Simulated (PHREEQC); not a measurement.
A solution holds 0.05 mol CdSO4, 0.096 mol KCl and 0.02 mol H2SO4 per kg of water, at 25 °C. Closed to the air; pH follows from the charge balance.

Equilibrium calculation in PHREEQC: ion-association model, wateq4f.dat.

No solid was allowed to form.

Problem. Order these S species by the share of S that they hold, largest first: SO4-2, CdSO4, Cd(SO4)2-2, KSO4-, HSO4-.

Solution. SO4-2 (43 %), HSO4- (28 %), CdSO4 (13 %), Cd(SO4)2-2 (8.5 %), KSO4- (7.6 %)

The pH is 1.78 and the ionic strength 0.203 mol/kgw.
